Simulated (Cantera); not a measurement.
Feed: 1 mol Si₃N₄, 0.13 mol H₂, 0.0099 mol C, at 2048 K and 0.0133 bar.

Cantera equilibrium calculation (NASA polynomials, part measured and part estimated; ideal gas, pure solids and liquids). Candidate condensed phases: C, C₆H₆, C₇H₈, C₈H₁₈, Si, SiC, Si₃N₄; 105 gas species. Mutual solubility and eutectic melting of coexisting phases are not modelled. The tables' values for SiN are old estimates; treat these amounts as uncertain. Equilibrium is a limit: real reactors are often held back by kinetics, nucleation or transport.

Base state: N₂ 0.931, H₂ 0.0580, Si 0.00567, H 0.00467, HCN 0.000269, Si₂C 0.000189, Si₂N 0.000185, SiN 0.000147 (mole fractions); condensed: Si(l) + SiC(s).

### Question
What changes in the equilibrium state with this change: temperature from 2048 K to 2498 K?

### Answer
```
species       before    after
-----------  -------  -------
N₂             0.931    0.576
Si           0.00567    0.351
H            0.00467   0.0313
H₂            0.0580   0.0211
Si₂          6.58e-5  0.00934
Si₃          1.38e-5  0.00161
Si(l), mol      2.98     1.65
SiC(s), mol  0.00887        0
```
Gases not in the tables: Si₂H₆ and higher silanes.
